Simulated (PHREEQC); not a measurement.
Reverse-osmosis permeate

Synthetic water in mg/L, 72 °C, pH 6.06, pe 11.3:

```json
[
 {"constituent": "Na", "mg/L": "1.26"},
 {"constituent": "K", "mg/L": "0.00258"},
 {"constituent": "Ca", "mg/L": "3.94"},
 {"constituent": "Mg", "mg/L": "0.304"},
 {"constituent": "Cl", "mg/L": "2.59"},
 {"constituent": "S(6) as SO4", "mg/L": "7.14"},
 {"constituent": "Alkalinity as HCO3", "mg/L": "3.45"},
 {"constituent": "Cd", "mg/L": "0.00609"},
 {"constituent": "Si as SiO2", "mg/L": "0.138"},
 {"constituent": "F", "mg/L": "0.0248"}
]
```

Valence states are taken as typed.

The numbers come from PHREEQC with the ion-association model, phreeqc.dat.

Precipitation was switched off in this run.

Q: Predict the charge-balance error.

A: charge-balance error -0.5 %.

Q: In which forms is S present?

A: SO4-2 97 %, CaSO4 1.8 %, MgSO4 0.6 % of the S.

Species that the database lacks are ignored. Away from 25 °C the constants follow the database's enthalpies or fits; those with neither stay at their 25 °C values. SiF6-2 is the database's only silicon fluoride.
